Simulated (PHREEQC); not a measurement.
A solution holds 0.31 mol/kgw TMAH, 0.00082 mol/kgw H3BO3 and 0.32 mol/kgw (CH3)4NCl, at 25 °C. Closed to the air; pH follows from the charge balance.

The numbers come from PHREEQC with the ion-association model, wateq4f.dat.

Each row changes one thing in this solution. No solid was allowed to form.

```json
[
 {"case": "as made", "pH": "13.29", "H3BO3 (mol/kgw)": "3.62e-8"},
 {"case": "(CH3)4NCl from 0.32 to 0.16 mol/kgw", "pH": "13.30", "H3BO3 (mol/kgw)": "___"},
 {"case": "temperature from 25 to 60 °C", "pH": "12.31", "H3BO3 (mol/kgw)": "1.88e-7"},
 {"case": "temperature from 25 to 80 °C", "pH": "11.88", "H3BO3 (mol/kgw)": "3.74e-7"},
 {"case": "temperature from 25 to 90 °C", "pH": "___", "H3BO3 (mol/kgw)": "___"},
 {"case": "(CH3)4NCl from 0.32 to 0.352 mol/kgw", "pH": "13.29", "H3BO3 (mol/kgw)": "3.58e-8"},
 {"case": "TMAH left out", "pH": "6.10", "H3BO3 (mol/kgw)": "0.000819"}
]
```

Question: Fill in the missing entries.

Answer: 
- (CH3)4NCl from 0.32 to 0.16 mol/kgw, H3BO3 (mol/kgw): 3.82e-8
- temperature from 25 to 90 °C, pH: 11.69
- temperature from 25 to 90 °C, H3BO3 (mol/kgw): 5.00e-7

Complexes and solids missing from the database can't appear. (CH3)4N+ isn't in the database: it is added as a free cation with an ion size of 4 Å. Away from 25 °C the constants follow the database's enthalpies or fits; those with neither stay at their 25 °C values.
